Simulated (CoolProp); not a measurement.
Properties of ethane along the isotherm 340.2 K (Tc = 305.3 K, pc = 4.872 MPa, ω = 0.099).

Computed with CoolProp (reference Helmholtz-energy equation of state, Bücker 2006).

```
p (MPa)          phase  density (kg/m³)  cv (kJ/(kg K))  isothermal compressibility (1/MPa)  expansivity (1/kK)  conductivity (mW/(m K))  fugacity coefficient
-------  -------------  ---------------  --------------  ----------------------------------  ------------------  -----------------------  --------------------
3.25               gas            42.03           1.726                              0.3825               5.442                     30.1                   [?]
6.5      supercritical            117.4           1.869                              0.2940               14.91                     41.1                0.6980
9.74     supercritical            247.9           1.896                              0.1169               16.88                     61.0                0.5667
13       supercritical            307.3           1.846                             0.03844               8.508                      [?]                0.4804
16.2     supercritical            336.6           1.828                             0.02162               5.933                     77.3                0.4283
19.5     supercritical            356.9             [?]                             0.01471               4.677                     82.8                0.3936
22.7     supercritical            371.8           1.818                             0.01119               3.960                     87.4                0.3712
26       supercritical            384.3           1.818                            0.008970               3.466                     91.6                   [?]
29.2     supercritical            394.5           1.818                            0.007519               3.119                     95.3                   [?]
32.5     supercritical            403.7           1.820                            0.006444               2.847                     98.9                0.3390
35.7     supercritical            411.6           1.822                                 [?]               2.638                      102                0.3354
39       supercritical            418.9           1.824                            0.005029               2.462                      105                0.3341
42.2     supercritical            425.3           1.827                            0.004539               2.319                      108                0.3347
45.5     supercritical            431.4           1.829                            0.004125               2.194                      111                0.3369
48.7     supercritical            436.9           1.832                            0.003791               2.090                      114                0.3404
```

Q: Complete the blanks.

A: 
- 3.25, fugacity coefficient: 0.8448
- 13, conductivity (mW/(m K)): 70.7
- 19.5, cv (kJ/(kg K)): 1.821
- 26, fugacity coefficient: 0.3556
- 29.2, fugacity coefficient: 0.3455
- 35.7, isothermal compressibility (1/MPa): 0.005659

Thermal conductivity comes from a separate model (Friend 1991).
